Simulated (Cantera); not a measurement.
What does this Cantera script print?

```python
import numpy as np
import cantera as ct

gas_names = """
    AL ALH ALN AL2 H H2 N NH NH2 NH3 N2 N2H2 N2H4
""".split()
cond_names = """
    AL(cr) AL(L) ALN(s)
""".split()


# ... load() reads the species with a 1 bar reference pressure and builds the phases ...
atoms = {
    'AlN': {'AL': 1, 'N': 1},
    'H2': {'H': 2},
}
top_T = {'ALN(s)': 2750}  # K; cautious upper limits of use, not melting points


# ... equilibrate(T, P, feed) seeds the gas with the atoms and calls Mixture.equilibrate('TP', solver="vcs", rtol=1e-11, max_steps=5000) ...
results = []
feed = {'AlN': 1, 'H2': 3.1}  # mol
P = 59000  # Pa
for T in [1948, 1973, 1998, 2023, 2048, 2073, 2098, 2123, 2148, 2173, 2198, 2223, 2248]:
    mix = equilibrate(T, P, feed)
    results.append((T, P, feed, dict(zip(mix.species_names, mix.species_moles))))

top = {s: max(r[3][s] / sum(r[3][g] for g in gas_names) for r in results) for s in gas_names}
cols = sorted((s for s in top if top[s] > 1e-05), key=lambda s: -top[s])[:8]
seen = [c for c in cond_names if any(r[3].get(c, 0) > 1e-12 for r in results)]
print("log10 of partial pressures in bar; condensed amounts in mol")
print(f"{'T/K':>10s}" + "".join(f"{s[:9]:>10s}" for s in cols + seen))
for T, P, feed, n in results:
    ng = sum(n[g] for g in gas_names)
    print(f"{T:10.4g}" + "".join(f"{np.log10(max(n[s] / ng * P / 1e5, 1e-99)):10.3f}" for s in cols)
          + "".join(f"{n.get(c, 0):10.4g}" for c in seen))
```

Result:

```
log10 of partial pressures in bar; condensed amounts in mol
       T/K        H2        AL        N2         H       ALH       AL2    ALN(s)
      1948    -0.230    -3.349    -3.557    -3.062    -3.967    -7.094    0.9971
      1973    -0.231    -3.205    -3.417    -2.985    -3.848    -6.863     0.996
      1998    -0.231    -3.064    -3.280    -2.910    -3.731    -6.639    0.9945
      2023    -0.232    -2.927    -3.147    -2.837    -3.618    -6.421    0.9925
      2048    -0.233    -2.793    -3.017    -2.766    -3.508    -6.208    0.9898
      2073    -0.233    -2.663    -2.891    -2.697    -3.400    -6.001    0.9864
      2098    -0.235    -2.536    -2.767    -2.629    -3.296    -5.798    0.9818
      2123    -0.236    -2.412    -2.646    -2.563    -3.194    -5.601    0.9759
      2148    -0.238    -2.291    -2.528    -2.499    -3.094    -5.409    0.9683
      2173    -0.241    -2.172    -2.412    -2.437    -2.998    -5.221    0.9584
      2198    -0.244    -2.057    -2.299    -2.376    -2.904    -5.037    0.9457
      2223    -0.247    -1.944    -2.189    -2.317    -2.812    -4.858    0.9295
      2248    -0.252    -1.834    -2.081    -2.260    -2.724    -4.683    0.9087
```

These are equilibrium values from Cantera (NASA tables, ideal gas, pure condensed phases), not measurements of a reactor.
